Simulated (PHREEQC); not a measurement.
1 kg of water holding 0.14 mol NaCl, 0.0088 mol Na2SO4 and 0.43 mol Na2CO3 is evaporated at 25 °C; the solids stay in contact with the brine. CO2 is held at log p = -3.4 (atm). The run lets Burkeite, Halite, Mirabilite, Nahcolite, Natron, Thenardite, Trona precipitate or redissolve, and no other solid.

The series has 16 steps of water left (kg), from 0.9989 to 0.04137.

Equilibrium calculation in PHREEQC: Pitzer model, pitzer.dat.

Problem. Which solids form, in which order, and at which step of the series does each first stand?

Solution. Trona from water left = 0.1705 kg (pH 10.11).

Species that the database lacks are ignored.
